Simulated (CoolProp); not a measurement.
Saturated liquid density (kg/m³) of carbonyl sulfide: the reference equation beside estimates from Tc = 105.6 °C, pc = 6369 kPa, ω = 0.098. Rackett uses Z = 0.29056 − 0.08775 ω.

Computed with CoolProp (reference Helmholtz-energy equation of state, Lemmon 2006). It is a short technical equation, of lower accuracy than the large ones.

```json
[
 {"T (°C)": "-39.65", "reference": "1151", "Rackett": "1128", "van der Waals": "740.4", "Redlich-Kwong": "1088", "Peng-Robinson": "1234"},
 {"T (°C)": "-35.75", "reference": "1143", "Rackett": "1120", "van der Waals": "734.9", "Redlich-Kwong": "1078", "Peng-Robinson": "1225"},
 {"T (°C)": "-31.75", "reference": "1134", "Rackett": "1111", "van der Waals": "729.3", "Redlich-Kwong": "1068", "Peng-Robinson": "1214"},
 {"T (°C)": "-27.75", "reference": "1125", "Rackett": "1102", "van der Waals": "723.5", "Redlich-Kwong": "1058", "Peng-Robinson": "1204"},
 {"T (°C)": "-23.85", "reference": "1116", "Rackett": "1094", "van der Waals": "717.8", "Redlich-Kwong": "1048", "Peng-Robinson": "1194"},
 {"T (°C)": "-19.85", "reference": "1107", "Rackett": "1085", "van der Waals": "711.8", "Redlich-Kwong": "1038", "Peng-Robinson": "1183"},
 {"T (°C)": "-15.85", "reference": "1097", "Rackett": "1075", "van der Waals": "705.7", "Redlich-Kwong": "1027", "Peng-Robinson": "1172"},
 {"T (°C)": "-11.95", "reference": "1088", "Rackett": "1066", "van der Waals": "699.7", "Redlich-Kwong": "1016", "Peng-Robinson": "1160"},
 {"T (°C)": "-7.95", "reference": "1078", "Rackett": "1057", "van der Waals": "693.4", "Redlich-Kwong": "1005", "Peng-Robinson": "1148"},
 {"T (°C)": "-4.05", "reference": "1068", "Rackett": "1048", "van der Waals": "687.1", "Redlich-Kwong": "994.0", "Peng-Robinson": "1137"},
 {"T (°C)": "-0.05", "reference": "1058", "Rackett": "1038", "van der Waals": "680.5", "Redlich-Kwong": "982.3", "Peng-Robinson": "1124"},
 {"T (°C)": "3.95", "reference": "1048", "Rackett": "1028", "van der Waals": "673.8", "Redlich-Kwong": "970.3", "Peng-Robinson": "1111"}
]
```

Absolute difference from the reference over all 12 rows, mean and median: Rackett 2.0 and 2.0 %, van der Waals 35.7 and 35.7 %, Redlich-Kwong 6.4 and 6.3 %, Peng-Robinson 6.7 and 6.9 %.
